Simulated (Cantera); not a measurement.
Charge: 1 mol B₂O₃, 0.067 mol H₂O, 26 mol H₂, 0.59 mol NH₃, held at 1475 °C and 0.00133 bar.

Method: chemical equilibrium by Gibbs-energy minimisation in Cantera with the NASA 1993 tables (ideal gas, pure condensed phases). Candidate condensed phases: B, BN, B₂O₃, B₃O₃H₃, H₂O; 39 gas species. Kinetics and transport are ignored.

Task: What is the equilibrium state?

Result: 
* **x(H₂)**: 0.925
* **x(HBO₂)**: 0.0219
* **x(HBO)**: 0.0172
* **x(B₂O₃)**: 0.0133
* **x(N₂)**: 0.0104
* **x(H)**: 0.00603
* **x(H₂O)**: 0.00241
* **x(BO)**: 0.00212
* **x(B₂O₂)**: 0.00135
* **gas amount**: 28.36 mol
* **log10 activity of B(s) (absent)**: -3.23
* **log10 activity of B₃O₃H₃(s) (absent)**: -15.70
